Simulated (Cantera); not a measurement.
# Equilibrium for silicon nitride deposition: SiH₄ + NH₃

Charge: 1 mol SiH₄, a varied amount of NH₃, equilibrated at 1150 °C and 1.33 mbar.

These are equilibrium values from Cantera (NASA tables, ideal gas, pure condensed phases), not measurements of a reactor. Candidate condensed phases: Si, Si₃N₄; 18 gas species. Mutual solubility and eutectic melting of coexisting phases are not modelled. The numbers say what is thermodynamically allowed, not how fast it happens.

```csv
n(NH₃) (mol),log p H₂,log p N₂,log p H,log p Si,log p SiH₂,log p SiH,log p NH₃,log p Si₂N,n Si(s),n Si₃N₄(s)
0.21,-2.88,-5.02,-6.62,-8.82,-9.16,-9.60,-10.93,-10.93,0.868,0.0441
0.28,-2.88,-5.02,-6.62,-8.82,-9.16,-9.60,-10.93,-10.93,0.816,0.0612
0.36,-2.88,-5.02,-6.62,-8.82,-9.16,-9.60,-10.93,-10.93,0.758,0.0808
0.47,-2.88,-5.02,-6.62,-8.82,-9.16,-9.60,-10.93,-10.93,0.677,0.108
0.61,-2.88,-5.02,-6.62,-8.82,-9.16,-9.60,-10.93,-10.93,0.574,0.142
0.8,-2.88,-5.02,-6.62,-8.82,-9.16,-9.60,-10.93,-10.93,0.435,0.188
1,-2.88,-5.02,-6.62,-8.82,-9.16,-9.60,-10.93,-10.93,0.288,0.237
1.4,-2.88,-4.97,-6.62,-8.85,-9.19,-9.64,-10.90,-10.97,0,0.333
1.8,-2.90,-4.20,-6.63,-9.36,-9.72,-10.16,-10.55,-11.61,0,0.333
```
log p: log10 of the partial pressure in bar; n: condensed amount in mol.

From 0.21 mol NH₃ to 1 mol NH₃ the condensed part is Si(s) + Si₃N₄(s). From 1.4 mol NH₃ to 1.8 mol NH₃ the condensed part is Si₃N₄(s). The main Si-bearing gas is Si throughout.
